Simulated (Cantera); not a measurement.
Input: 1 mol CH3Cl, 0.01 mol CH4, 0.7 mol H2, held at 3050 K.

Cantera equilibrium calculation (NASA polynomials, part measured and part estimated; ideal gas, pure solids and liquids). Candidate condensed phases: C, C6H6, C7H8, C8H18; 91 gas species. The tables' values for CCl are old estimates; treat these amounts as uncertain. Equilibrium is a limit: real reactors are often held back by kinetics, nucleation or transport.

x: gas mole fraction; n: condensed amount in mol.

| P (Pa) | x H | x H2 | x HCl | x Cl | x C | x C3 | x C2H2 (acetylene) | x C2 | n C(graphite) |
|---|---|---|---|---|---|---|---|---|---|
| 1 | 0.690 | 0.000141 | 4.68e-5 | 0.155 | 0.152 | 0.000350 | 3.58e-9 | 0.00191 | 0 |
| 6.80 | 0.704 | ___ | ___ | 0.159 | ___ | ___ | ___ | ___ | 0 |
| 46 | 0.729 | 0.00725 | 0.00243 | 0.166 | 0.0529 | 0.0311 | 4.70e-5 | 0.0106 | 0 |
| 320 | 0.695 | 0.0459 | 0.0162 | 0.166 | 0.0166 | 0.0465 | 0.00142 | 0.00727 | 0 |
| 2200 | 0.534 | 0.186 | 0.0776 | 0.151 | 0.00368 | 0.0239 | 0.0133 | 0.00246 | 0.459 |
| 15000 | ___ | ___ | ___ | ___ | ___ | ___ | ___ | ___ | 0.742 |
| 100000 | 0.129 | 0.497 | 0.283 | 0.0501 | 8.09e-5 | 0.000527 | 0.0357 | 5.40e-5 | 0.763 |

Question: Some entries are withheld; supply them.

Answer: 
- 15000, x H: 0.292
- 15000, x H2: 0.379
- 15000, x HCl: 0.192
- 15000, x Cl: 0.101
- 15000, x C: 0.000539
- 15000, x C3: 0.00351
- 15000, x C2H2 (acetylene): 0.0272
- 15000, x C2: 0.000360
- 6.80, x H2: 0.000998
- 6.80, x HCl: 0.000332
- 6.80, x C: 0.120
- 6.80, x C3: 0.00798
- 6.80, x C2H2 (acetylene): 7.31e-7
- 6.80, x C2: 0.00811
